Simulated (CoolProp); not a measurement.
Computed with CoolProp (reference Helmholtz-energy equation of state, Lemmon 2003). It is a pseudo-pure fit of the blend.

**Question.** For R407C, give the phase and the cv (kJ/(kg K)), Joule-Thomson coefficient (K/MPa), Prandtl number at 177.25 °C and 0.489 MPa; 193.75 °C and 0.489 MPa; 226.85 °C and 0.489 MPa.

**Answer.** 
- 177.25 °C and 0.489 MPa: gas; cv 0.967, Joule-Thomson coefficient 5.49, Prandtl number 0.797
- 193.75 °C and 0.489 MPa: gas; cv 0.989, Joule-Thomson coefficient 4.94, Prandtl number 0.803
- 226.85 °C and 0.489 MPa: gas; cv 1.03, Joule-Thomson coefficient 4.04, Prandtl number 0.814

Viscosity comes from a separate model (Geller 2000). Thermal conductivity comes from a separate model (Geller 2001).
